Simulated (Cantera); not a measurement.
Cantera run:

```python
import numpy as np
import cantera as ct

gas_names = """
    H2O2 H
""".split()
cond_names = """
    SrO(s) SrO(L) SrO2H2(s) SrO2H2(L)
""".split()


# ... load() reads the species with a 1 bar reference pressure and builds the phases ...
species = {s.name: s for s in load("nasa_gas.yaml", gas_names) + load("nasa_condensed.yaml", cond_names)}
# Each term lists the table entries of one substance; the one whose range holds T is used.
reactions = {
    'H2O2(g) + 2 H(g) + 2 SrO = 2 Sr(OH)2':
        [(-1, ['H2O2']), (-2, ['H']), (-2, ['SrO(s)', 'SrO(L)']), (2, ['SrO2H2(s)', 'SrO2H2(L)'])],
}


def pick(names, T):
    return next(species[n] for n in names if species[n].thermo.min_temp <= T <= species[n].thermo.max_temp)


results = []
for label, terms in reactions.items():
    print(label)
    print("     T/K   dH/kJ  dS/(J/K)   dG/kJ   log10 K")
    for T in [300, 1750, 1775, 1800, 1825, 1850]:
        used = [(nu, pick(names, T)) for nu, names in terms]
        dH = sum(nu * s.thermo.h(T) for nu, s in used) / 1e6
        dS = sum(nu * s.thermo.s(T) for nu, s in used) / 1e3
        dG = dH - T * dS / 1e3
        logK = -dG * 1e6 / (ct.gas_constant * T * np.log(10))
        results.append((label, T, dH, dS, dG, logK, [s.name for _, s in used]))
        print(f"{T:8g} {dH:8.1f} {dS:8.1f} {dG:8.1f} {logK:8.2f}")
```

It prints:

```
H2O2(g) + 2 H(g) + 2 SrO = 2 Sr(OH)2
     T/K   dH/kJ  dS/(J/K)   dG/kJ   log10 K
     300  -1053.5   -381.0   -939.1   163.52
    1750   -912.8   -239.7   -493.3    14.72
    1775   -910.9   -238.6   -487.4    14.34
    1800   -908.9   -237.5   -481.4    13.97
    1825   -907.0   -236.4   -475.5    13.61
    1850   -905.0   -235.4   -469.6    13.26
```

Cantera with NASA thermochemical tables; ideal gases at 1 bar, condensed phases pure. Condensed species are held in their standard states even where they would react or evaporate.
